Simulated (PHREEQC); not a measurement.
Ca(OH)2 is added in steps, without added water, to 1 kg of water holding 2.3 mmol/kgw H3PO4, 2.5 mmol/kgw HNO3 and 1.2 mmol/kgw NiSO4, at 25 °C. Oxygen is held at 0.21 atm. CO2 from the air is kept out. The run lets Gypsum, Portlandite, Hydroxyapatite, Ni(OH)2, Ni3(PO4)2, Ni4(OH)6SO4, Morenosite precipitate or redissolve, and no other solid.

Base run: PHREEQC, ion-association model, wateq4f.dat. Each further column changes one thing. The table gives pH.

```csv
Ca(OH)2 added (mol),base,0.0022 mol/kgw Cs2CO3 added,diluted 5-fold with water,no solid may form
0,2.45,3.56,3.07,2.45
0.0008125,2.64,5.82,6.76,2.64
0.002437,5.46,6.28,11.33,5.46
0.00325,5.86,6.51,11.55,7.30
0.004063,6.02,6.94,11.69,8.84
0.005687,7.11,8.25,11.87,9.98
0.0065,10.58,10.60,11.94,10.81
0.007313,11.25,11.26,12.00,11.24
0.008937,11.65,11.66,12.09,11.62
0.00975,11.76,11.77,12.13,11.73
0.01056,11.85,11.86,12.17,11.82
0.01219,11.98,11.99,12.23,11.96
0.013,12.03,12.04,12.26,12.01
```

H3PO4, which wateq4f.dat lacks, is added to it with the constant of phreeqc.dat. The database has no phosphate complexes of Ni. The database's Ni(OH)2 is the aged solid; a fresh precipitate is more soluble. The database's nickel carbonate constants are estimates that later reviews lower a good deal. In at least one series the solution becomes supersaturated in solids that the run did not let form, among them Hydroxyapatite, Ni(OH)2, Ni3(PO4)2, Ni4(OH)6SO4. Solids allowed in the column '0.0022 mol/kgw Cs2CO3 added': Calcite, Gypsum, Portlandite, Hydroxyapatite, Ni(OH)2, NiCO3, Ni3(PO4)2, Ni4(OH)6SO4, Morenosite.
